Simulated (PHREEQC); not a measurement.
Dissolve 0.25 mol CuSO4, 0.049 mol HNO3 and 0.13 mol NaCl per kg of water at 25 °C. Closed to the air; pH follows from the charge balance.

Model: ion-association model, phreeqc.dat, run in PHREEQC.

```
quantity             before   after
-------------------  ------  ------
CuSO4 (mol/kgw)       0.104  0.0640
HSO4- (mol/kgw)      0.0319  0.0279
SI of Halite (NaCl)   -3.76   -2.37
```

Task: Which change was made?
A. 0.011 mol/kgw Ca(OH)2 added
B. HNO3 from 0.049 to 0.0098 mol/kgw
C. temperature from 25 to 20 °C
D. NaCl from 0.13 to 0.65 mol/kgw
E. NaCl from 0.13 to 0.26 mol/kgw

Result: D, NaCl from 0.13 to 0.65 mol/kgw

This is a speciation only: nothing precipitates in the calculation. The ionic strength passes 0.7 mol/kgw, the rough limit of the ion-association models, in after.
